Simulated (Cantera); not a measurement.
Thermodynamics of silicon nitride deposition, feed Si₂Cl₆ + N₂

Feed: 1 mol Si₂Cl₆, 36 mol N₂, held at 1425 K.

Method: chemical equilibrium by Gibbs-energy minimisation in Cantera with the NASA 1993 tables (ideal gas, pure condensed phases). Candidate condensed phases: Si, Si₃N₄; 13 gas species. The feed counts by its element totals alone. N₂ is the only nitrogen source here; it is nearly inert below about 1500 K, so the nitride shown seldom forms there in practice. The tables' values for SiCl₃ are old estimates; treat these amounts as uncertain. The numbers say what is thermodynamically allowed, not how fast it happens.

```json
[
 {"P (Pa)": "5", "x N₂": "0.937", "x SiCl₄": "0.0157", "x SiCl₂": "0.0262", "x SiCl₃": "0.0102", "x Cl": "0.0105", "n Si₃N₄(s)": "0"},
 {"P (Pa)": "36", "x N₂": "0.946", "x SiCl₄": "0.0201", "x SiCl₂": "0.0219", "x SiCl₃": "0.0106", "x Cl": "0.00181", "n Si₃N₄(s)": "0"},
 {"P (Pa)": "260", "x N₂": "0.947", "x SiCl₄": "0.0209", "x SiCl₂": "0.0211", "x SiCl₃": "0.0106", "x Cl": "0.000260", "n Si₃N₄(s)": "0"},
 {"P (Pa)": "1900", "x N₂": "0.948", "x SiCl₄": "0.0224", "x SiCl₂": "0.0188", "x SiCl₃": "0.0103", "x Cl": "3.90e-5", "n Si₃N₄(s)": "0.0150"},
 {"P (Pa)": "14000", "x N₂": "0.956", "x SiCl₄": "0.0334", "x SiCl₂": "0.00435", "x SiCl₃": "0.00607", "x Cl": "1.35e-5", "n Si₃N₄(s)": "0.121"},
 {"P (Pa)": "100000", "x N₂": "0.959", "x SiCl₄": "0.0376", "x SiCl₂": "0.000896", "x SiCl₃": "0.00293", "x Cl": "4.40e-6", "n Si₃N₄(s)": "0.152"}
]
```
x: gas mole fraction; n: condensed amount in mol.

From 5.00 Pa to 260 Pa nothing is condensed. From 1900 Pa to 100000 Pa the condensed part is Si₃N₄(s). The main Si-bearing gas is SiCl₂ at 5.00 Pa and SiCl₄ at 100000 Pa.
